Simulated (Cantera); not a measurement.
A closed system holds: 1 mol c-C₄F₈, a varied amount of Si, at 3048 K and 13300 Pa.

Method: chemical equilibrium by Gibbs-energy minimisation in Cantera with the NASA 1993 tables (ideal gas, pure condensed phases). Candidate condensed phases: C, Si, SiC; 23 gas species. The feed counts by its element totals alone. The tables' values for SiF₃, SiF₂ are old estimates; treat these amounts as uncertain. Gases not in the tables: C₂F₆ and larger saturated fluorocarbons. The numbers say what is thermodynamically allowed, not how fast it happens.

Task: At 0.1 mol Si, list the 6 most abundant gas species with their mole fractions, and the condensed phases.

Result: F 0.636, CF₂ 0.258, CF 0.0811, SiF₄ 0.0148, C₃ 0.00387, CF₃ 0.00260. Condensed: C(graphite).
